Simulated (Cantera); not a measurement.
A diamond (100) surface in a fixed gas of H2 with x(CH4) = 0.0033, x(H) = 0.041, x(CH3) = 0.0012, 45.8 Torr; coverages are run to steady state.

Computed with Cantera and the Harris–Goodwin 1993 mechanism for the reconstructed diamond (100) surface.

θ: site fractions in the mechanism's names (c6HH fully hydrogenated, c6H* and c6*H radical sites, c6** diradical, c6HM methylated).

| T (K) | growth (µm/h) | θ c6HH | θ c6H* | θ c6*H | θ c6** | θ c6HM |
|---|---|---|---|---|---|---|
| 925 | … | 0.649 | 0.0124 | 0.306 | 0.00535 | 0.0215 |
| 1000 | … | 0.584 | 0.0184 | 0.367 | 0.00962 | 0.0156 |
| 1075 | … | 0.522 | 0.0255 | 0.419 | 0.0158 | 0.0115 |
| 1150 | 62.2 | 0.467 | 0.0332 | 0.463 | 0.0240 | 0.00810 |
| 1225 | 62.2 | 0.418 | 0.0414 | 0.498 | 0.0344 | 0.00493 |
| 1300 | … | 0.375 | 0.0496 | 0.524 | 0.0469 | 0.00224 |
| 1375 | … | 0.337 | 0.0577 | 0.542 | 0.0613 | 0.000781 |

Question: What belongs in the gaps?

Answer: 
- 925, growth (µm/h): 25.9
- 1000, growth (µm/h): 38.0
- 1075, growth (µm/h): 51.3
- 1300, growth (µm/h): 48.2
- 1375, growth (µm/h): 34.6
